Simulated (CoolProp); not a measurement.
Vapour pressure (bar) of c-C4F8 (RC318): the reference equation beside estimates from Tc = 388.4 K, pc = 27.78 bar, ω = 0.355. Clausius-Clapeyron is anchored at 267.5 K with a constant enthalpy of vaporisation of 23.33 kJ/mol.

Values from CoolProp's reference Helmholtz-energy equation of state, Platzer 1990. This equation is an older, rougher fit; its heat capacities, sound speeds and derivatives of the liquid may be far off and weren't checked against measurements.

```
T (K)  reference  Lee-Kesler  Clausius-Clapeyron  van der Waals  Redlich-Kwong  Soave-Redlich-Kwong
-----  ---------  ----------  ------------------  -------------  -------------  -------------------
252.6     0.5313      0.5299              0.5531          3.786          1.265               0.5310
260       0.7455      0.7445              0.7588          4.417          1.647               0.7448
267.5      1.027       1.027               1.027          5.124          2.116                1.026
274.9      1.380       1.381               1.362          5.891          2.666                1.380
282.4      1.828       1.830               1.786          6.741          3.321                1.829
289.9      2.380       2.383               2.310          7.667          4.084                2.384
297.3      3.041       3.046               2.939          8.656          4.950                3.050
304.8      3.845       3.850               3.707          9.739          5.951                3.862
312.2      4.785       4.790               4.611          10.89          7.069                4.815
319.7      5.905       5.907               5.694          12.14          8.341                5.951
327.2      7.210       7.209               6.963          13.47          9.761                7.279
334.6      8.698       8.693               8.417          14.87          11.31                8.794
342.1      10.43       10.42               10.12          16.38          13.05                10.56
349.6      12.41       12.39               12.06          17.99          14.96                12.57
```

Absolute difference from the reference over all 14 rows, mean and median: Lee-Kesler 0.1 and 0.1 %, Clausius-Clapeyron 2.8 and 3.1 %, van der Waals 225.2 and 169.0 %, Redlich-Kwong 66.4 and 58.8 %, Soave-Redlich-Kwong 0.5 and 0.4 %.
